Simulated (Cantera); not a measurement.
An isothermal, constant-pressure homogeneous reactor starts with N₂O : H₂ : N₂ = 1 : 0.014 : 5 (molar parts), at 1425 K and 0.150 bar. Integrator tolerance rtol = 1e-08.

Cantera simulation using GRI-Mech 3.0 (53 species, 325 reactions); the numbers are that mechanism's predictions, not measurements. GRI-Mech 3.0 was tuned for natural gas; its chemistry of N2O as a main component is partial and can be far from experiment. The temperature is held fixed by assumption; the heat of reaction is taken as removed at once.

Task: What does this change do: N2 5 to 2 parts?

Result: 
```tsv
quantity	before	after
x(N₂O) at 8.00 s	2.39e-7 (gas-phase equilibrium 1.43e-8)	7.44e-7 (gas-phase equilibrium 1.81e-8)
x(H₂) at 8.00 s	1.47e-8 (gas-phase equilibrium 1.34e-8)	2.01e-8 (gas-phase equilibrium 1.82e-8)
x(NO) at 8.00 s	0.0265 (gas-phase equilibrium 0.000542)	0.0495 (gas-phase equilibrium 0.000712)
x(O₂) at 8.00 s	0.0625 (gas-phase equilibrium 0.0755)	0.116 (gas-phase equilibrium 0.140)
x(NO₂) at 8.00 s	3.80e-5 (gas-phase equilibrium 8.55e-7)	9.66e-5 (gas-phase equilibrium 1.53e-6)
```

Task: What does this change do: temperature 1425 to 1298 K?

Result: 
```json
[
 {"quantity": "x(N₂O) at 8.00 s", "before": "2.39e-7 (gas-phase equilibrium 1.43e-8)", "after": "0.00439 (gas-phase equilibrium 7.09e-9)"},
 {"quantity": "x(H₂) at 8.00 s", "before": "1.47e-8 (gas-phase equilibrium 1.34e-8)", "after": "3.17e-8 (gas-phase equilibrium 1.70e-9)"},
 {"quantity": "x(NO) at 8.00 s", "before": "0.0265 (gas-phase equilibrium 0.000542)", "after": "0.0187 (gas-phase equilibrium 0.000255)"},
 {"quantity": "x(O₂) at 8.00 s", "before": "0.0625 (gas-phase equilibrium 0.0755)", "after": "0.0644 (gas-phase equilibrium 0.0756)"},
 {"quantity": "x(NO₂) at 8.00 s", "before": "3.80e-5 (gas-phase equilibrium 8.55e-7)", "after": "2.75e-5 (gas-phase equilibrium 6.46e-7)"}
]
```
The mechanism lacks the step 2 NO + O2 → 2 NO2, which can matter for NO2 below about 1400 K.
